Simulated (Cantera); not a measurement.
Input: 1 mol SiCl4, 0.3 mol Cl2, 39 mol H2, at 1198 K and 35.0 mbar.

Cantera equilibrium calculation (NASA polynomials, part measured and part estimated; ideal gas, pure solids and liquids). Candidate condensed phases: Si; 19 gas species. The tables' values for SiCl3 are old estimates; treat these amounts as uncertain. Kinetics and transport are ignored.

Base state: H2 0.925, HCl 0.0549, SiCl2 0.00766, SiCl4 0.00651, SiHCl3 0.00295, SiCl3 0.00237, SiH2Cl2 0.000175 (mole fractions); condensed: Si(s).

Question: What changes in the equilibrium state with this change: temperature from 1198 K to 1698.15 K?

Answer: 
```
species      before    after
----------  -------  -------
H2            0.925    0.908
HCl          0.0549   0.0708
SiCl2       0.00766   0.0198
Si            <1e-9  1.88e-5
SiCl        7.14e-9  4.29e-5
SiCl4       0.00651  5.00e-6
Si(s), mol    0.196        0
Si(l), mol        0    0.167
```
The tables' values for SiCl3, SiCl are old estimates; treat these amounts as uncertain. Gases not in the tables: Si2H6 and higher silanes.
